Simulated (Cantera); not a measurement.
Gas-phase reforming

An isothermal, constant-pressure homogeneous reactor starts with CH₄ : H₂O : H₂ = 1 : 0.88 : 1.7 (molar parts), at 1798 K and 1000000 Pa.

Model: GRI-Mech 3.0 (53 species, 325 reactions), integrated in Cantera.

| t (s) | x CH₄ | x H₂O | x H₂ | x HCO | x CH₃ |
|---|---|---|---|---|---|
| 2.00e-5 | 0.275 | 0.245 | 0.477 | 4.42e-9 | 0.000732 |
| 5.92e-5 | 0.269 | 0.245 | 0.482 | 5.46e-9 | 0.000728 |
| 0.000175 | 0.251 | 0.241 | 0.496 | 5.14e-9 | 0.000680 |
| 0.000518 | 0.210 | 0.233 | 0.528 | 4.45e-9 | 0.000570 |
| 0.00153 | 0.147 | 0.219 | 0.580 | 3.89e-9 | 0.000402 |
| 0.00453 | 0.0937 | 0.203 | 0.627 | 5.39e-9 | 0.000262 |
| 0.0134 | 0.0777 | 0.182 | 0.652 | 1.22e-8 | 0.000218 |
| 0.0397 | 0.0716 | 0.145 | 0.682 | 2.73e-8 | 0.000196 |
| 0.117 | 0.0600 | 0.0937 | 0.725 | 5.02e-8 | 0.000159 |
| 0.347 | 0.0445 | 0.0481 | 0.766 | 7.28e-8 | 0.000115 |
| 1.03 | 0.0304 | 0.0191 | 0.795 | 8.82e-8 | 7.71e-5 |
| 3.04 | 0.0216 | 0.00490 | 0.810 | 9.60e-8 | 5.42e-5 |
| 9.00 | 0.0184 | 0.000422 | 0.815 | 9.85e-8 | 4.61e-5 |
x: mole fraction; the columns are a selection and need not sum to one.

Equilibrium at this temperature and pressure: CH₄ 0.0182, H₂O 0.000107, H₂ 0.815, HCO 9.87e-8, CH₃ 4.55e-5 (gas phase only).
